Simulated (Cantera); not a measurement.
A freely propagating, adiabatic, planar premixed flame of C₂H₄ : O₂ : N₂ : CO₂ = 1 : 4.62 : 13.8 : 0.6 (molar parts), equivalence ratio 0.65, unburnt at 323 K and 17000 Pa; mixture-averaged transport, grid criteria slope 0.08 and curve 0.16, no radiation.

Model: GRI-Mech 3.0 (53 species, 325 reactions), integrated in Cantera. GRI-Mech 3.0 was tuned for natural gas; its chemistry of ethylene as a main component is partial and can be far from experiment. Burning velocities carry a grid error of a few per cent, more on coarse grids.

Question: Predict: laminar burning velocity; thermal thickness; peak x(O); peak x(OH).

Answer: 
```json
{
 "laminar_burning_velocity": "88.0 cm/s",
 "thermal_thickness": "1.49 mm",
 "peak x(O)": "0.0118",
 "peak x(OH)": "0.00818"
}
```
